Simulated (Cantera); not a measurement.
Low-pressure radical oxidation in H2/O2

An isothermal, constant-pressure homogeneous reactor starts with 19.4 % H2, 80.6 % O2, equivalence ratio 0.12, at 1225 K and 0.0263 atm.

Detailed kinetics in Cantera: the H2/O2 subset of GRI-Mech 3.0, which has no nitrogen chemistry. Radical loss at walls, strong at low pressure, is not modelled. The temperature is held fixed by assumption; the heat of reaction is taken as removed at once.

```json
[
 {"t (s)": "2.00e-6", "x H2": "0.194", "x O2": "0.806", "x OH": "3.62e-11", "x O": "3.76e-11", "x HO2": "9.11e-10"},
 {"t (s)": "1.11e-5", "x H2": "0.194", "x O2": "0.806", "x OH": "8.19e-10", "x O": "9.78e-10", "x HO2": "5.06e-9"},
 {"t (s)": "6.16e-5", "x H2": "0.194", "x O2": "0.806", "x OH": "1.78e-8", "x O": "2.74e-8", "x HO2": "2.82e-8"},
 {"t (s)": "0.000342", "x H2": "0.193", "x O2": "0.806", "x OH": "0.000127", "x O": "0.000204", "x HO2": "1.82e-6"},
 {"t (s)": "0.00190", "x H2": "0.00703", "x O2": "0.722", "x OH": "0.00945", "x O": "0.0530", "x HO2": "1.68e-5"},
 {"t (s)": "0.0105", "x H2": "0.000926", "x O2": "0.778", "x OH": "0.00345", "x O": "0.00619", "x HO2": "1.17e-5"},
 {"t (s)": "0.0585", "x H2": "2.85e-5", "x O2": "0.785", "x OH": "0.000612", "x O": "0.000194", "x HO2": "1.31e-6"},
 {"t (s)": "0.325", "x H2": "1.86e-6", "x O2": "0.786", "x OH": "0.000160", "x O": "1.32e-5", "x HO2": "1.21e-7"},
 {"t (s)": "1.80", "x H2": "2.21e-7", "x O2": "0.786", "x OH": "5.58e-5", "x O": "1.61e-6", "x HO2": "2.57e-8"},
 {"t (s)": "10.0", "x H2": "4.30e-8", "x O2": "0.786", "x OH": "2.47e-5", "x O": "3.15e-7", "x HO2": "2.53e-8"}
]
```
x: mole fraction; the columns are a selection and need not sum to one.

Equilibrium at this temperature and pressure: H2 3.15e-8, O2 0.786, OH 2.11e-5, O 2.30e-7, HO2 2.80e-8 (gas phase only).
